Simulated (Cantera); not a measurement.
An adiabatic, constant-pressure homogeneous reactor starts with 4.59 % CH4, 8.94 % O2, 86.5 % N2, equivalence ratio 1.0, at 1500 K and 5.00 bar.

Cantera simulation using GRI-Mech 3.0 (53 species, 325 reactions); the numbers are that mechanism's predictions, not measurements.

One state of this run: T (K) = 2376; x CH4 = <1e-12; x O2 = 0.00180; x H = 0.000345; x NO = 0.00126; x HCN = 1.08e-10; x H2O2 = 4.40e-8; x C2H2 = <1e-12. x: mole fraction; the columns are a selection and need not sum to one.

**Question.** Which value of t (s) does it belong to?
A. 4.06e-6
B. 0.0183
C. 0.303
D. 5.00

**Answer.** B, 0.0183
